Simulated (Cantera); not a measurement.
Feed: 1 mol SiC, 0.31 mol N2O, 3.4 mol H2, at 1248.15 K and 5.10e-6 bar.

These are equilibrium values from Cantera (NASA tables, ideal gas, pure condensed phases), not measurements of a reactor. Mutual solubility and eutectic melting of coexisting phases are not modelled. Kinetics and transport are ignored.

```tsv
species	before	after
H2	0.889	0.540
N2	0.0555	0.290
CO	0.0533	0.159
SiO	0.00226	0.0110
H	0.000195	0.000152
SiC(s), mol	0.796	0
Si2N2O(s), mol	0.0976	0.277
SiO2(β-quartz), mol	0	0.377
```
Gas species are given as mole fractions.

Q: Which change was made?
A. temperature from 1248.15 K to 2148.15 K
B. temperature from 1248.15 K to 1050 K
C. H2 from 3.4 to 96 mol
D. N2O from 0.31 to 2.1 mol

A: D, N2O from 0.31 to 2.1 mol. The tables hold silica as quartz up to 1696 K and as liquid above; real silica turns to tridymite and cristobalite and melts near 1996 K
